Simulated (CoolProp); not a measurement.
Vapour-liquid equilibrium of propylene (1) + propane (2) at -39.45 °C; x and y are mole fractions of (1).

Values from CoolProp's multi-fluid Helmholtz-energy mixture model, Lemmon 2013 and Lemmon 2009; pair parameters Bell 2016.

Question: Give the bubble pressure and the first vapour's composition at x = 0.05, 0.2, 0.65. Is there an azeotrope?

Answer: x = 0.05: 116.1 kPa, y = 0.068; x = 0.2: 122.5 kPa, y = 0.251; x = 0.65: 137.3 kPa, y = 0.693. No azeotrope shows between x = 0.05 and 0.95.

The pair parameters rest on a limited set of measurements; away from them the model extrapolates.
